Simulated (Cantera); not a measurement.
Feed: 1 mol BN, 1.3 mol H2, at 3.80 mbar.

Equilibrium computed with Cantera from the NASA thermochemical tables; the gas is ideal and each condensed phase is pure. Candidate condensed phases: B, BN; 15 gas species. Mutual solubility and eutectic melting of coexisting phases are not modelled. The tables' values for BH2 are old estimates; treat these amounts as uncertain. The numbers say what is thermodynamically allowed, not how fast it happens.

x: gas mole fraction; n: condensed amount in mol.

```json
[
 {"T (K)": "700", "x H2": "1.00", "x N2": "<1e-12", "x H": "<1e-12", "x BH2": "<1e-12", "x B": "<1e-12", "n BN(s)": "1.00", "n B(s)": "0"},
 {"T (K)": "900", "x H2": "1.00", "x N2": "<1e-12", "x H": "1.90e-9", "x BH2": "<1e-12", "x B": "<1e-12", "n BN(s)": "1.00", "n B(s)": "0"},
 {"T (K)": "1100", "x H2": "1.00", "x N2": "…", "x H": "…", "x BH2": "9.53e-10", "x B": "<1e-12", "n BN(s)": "1.00", "n B(s)": "0"},
 {"T (K)": "1300", "x H2": "1.000", "x N2": "9.25e-8", "x H": "1.79e-5", "x BH2": "1.63e-7", "x B": "<1e-12", "n BN(s)": "1.00", "n B(s)": "0"},
 {"T (K)": "1500", "x H2": "1.000", "x N2": "3.36e-6", "x H": "0.000286", "x BH2": "6.46e-6", "x B": "3.33e-10", "n BN(s)": "1.000", "n B(s)": "0"},
 {"T (K)": "1700", "x H2": "0.997", "x N2": "0.000158", "x H": "0.00239", "x BH2": "6.10e-5", "x B": "9.72e-8", "n BN(s)": "1.000", "n B(s)": "0.000331"},
 {"T (K)": "1900", "x H2": "0.981", "x N2": "…", "x H": "…", "x BH2": "0.000251", "x B": "…", "n BN(s)": "0.983", "n B(s)": "…"},
 {"T (K)": "2100", "x H2": "0.825", "x N2": "0.128", "x H": "0.0459", "x BH2": "0.000667", "x B": "0.000171", "n BN(s)": "0.607", "n B(s)": "0.392"}
]
```

### Question
Fill in the missing entries.

### Answer

- 1900, x N2: 0.00643
- 1900, x H: 0.0127
- 1900, x B: 6.07e-6
- 1900, n B(s): 0.0166
- 1100, x N2: 8.28e-10
- 1100, x H: 4.19e-7
